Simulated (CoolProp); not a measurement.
The fluid at 293.15 K and 0.676 MPa flows at 4.8 m/s in a round tube of 25 mm bore and 0.25 µm roughness, fully developed (64/Re and Nu = 3.66 if laminar; Colebrook and Gnielinski if turbulent). The same conditions are run with several fluids, on thermodynamics alone (safety and materials aside).

Values from CoolProp's reference Helmholtz-energy equation of state of each fluid (methanol: de Reuck 1993; R236FA: Pan 2012; R123: Younglove 1994; n-butane: Bücker 2006; ethanol: Schroeder 2014).

**Question.** Rank methanol, R236FA, R123, n-butane, ethanol by Reynolds number, highest first.

**Answer.** R236FA (539000), n-butane (416000), R123 (398000), methanol (162000), ethanol (79100)

| fluid | Darcy friction factor | pressure drop (Pa/m) | heat-transfer coefficient (W/(m² K)) | mass flow (kg/h) |
|---|---|---|---|---|
| methanol | 0.0164 | 5970 | 7480 | 6710 |
| R236FA | 0.0131 | 8340 | 6660 | 11700 |
| R123 | 0.0138 | 9430 | 5700 | 12500 |
| n-butane | 0.0137 | 3670 | 6570 | 4910 |
| ethanol | 0.0189 | 6900 | 4680 | 6700 |

Transport values come from each fluid's own correlations; those of R236FA are estimates that may be off by 10 % or more.
